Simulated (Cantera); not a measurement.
An isothermal, constant-pressure homogeneous reactor starts with CO : O₂ : H₂O : N₂ = 0.012 : 0.04 : 0.00073 : 1 (molar parts), equivalence ratio 0.15, at 1400 K and 0.158 atm. Integrator tolerance rtol = 1e-08.

Detailed kinetics in Cantera: GRI-Mech 3.0 (53 species, 325 reactions).

Task: What does this change do: temperature 1400 to 1000 K?

Result: 
| quantity | before | after |
|---|---|---|
| x(CO) at 10.0 s | 2.09e-7 (gas-phase equilibrium 1.57e-7) | 9.01e-6 (gas-phase equilibrium 9.75e-12) |
| x(O₂) at 10.0 s | 0.0325 (gas-phase equilibrium 0.0323) | 0.0325 (gas-phase equilibrium 0.0325) |
| x(H₂O) at 10.0 s | 0.000696 (gas-phase equilibrium 0.000696) | 0.000697 (gas-phase equilibrium 0.000697) |
| x(N₂O) at 10.0 s | 1.16e-8 (gas-phase equilibrium 8.79e-9) | 2.13e-7 (gas-phase equilibrium 4.93e-10) |
| x(HO₂) at 10.0 s | 1.38e-9 (gas-phase equilibrium 1.17e-9) | 3.10e-8 (gas-phase equilibrium 1.21e-11) |
| x(NO) at 10.0 s | 4.24e-6 (gas-phase equilibrium 0.000315) | 5.39e-8 (gas-phase equilibrium 1.36e-5) |
| x(H) at 10.0 s | 1.15e-9 (gas-phase equilibrium 8.12e-10) | 1.74e-9 (gas-phase equilibrium <1e-12) |

Task: What does this change do: CO 0.012 to 0.008 parts?

Result: 
```
quantity                                             before                                      after
----------------  -----------------------------------------  -----------------------------------------
x(CO) at 10.0 s     2.09e-7 (gas-phase equilibrium 1.57e-7)    1.29e-7 (gas-phase equilibrium 1.02e-7)
x(O₂) at 10.0 s       0.0325 (gas-phase equilibrium 0.0323)      0.0345 (gas-phase equilibrium 0.0343)
x(H₂O) at 10.0 s  0.000696 (gas-phase equilibrium 0.000696)  0.000697 (gas-phase equilibrium 0.000697)
x(N₂O) at 10.0 s    1.16e-8 (gas-phase equilibrium 8.79e-9)    1.15e-8 (gas-phase equilibrium 9.08e-9)
x(HO₂) at 10.0 s    1.38e-9 (gas-phase equilibrium 1.17e-9)    1.40e-9 (gas-phase equilibrium 1.23e-9)
x(NO) at 10.0 s    4.24e-6 (gas-phase equilibrium 0.000315)   2.50e-6 (gas-phase equilibrium 0.000324)
x(H) at 10.0 s     1.15e-9 (gas-phase equilibrium 8.12e-10)   1.07e-9 (gas-phase equilibrium 8.01e-10)
```
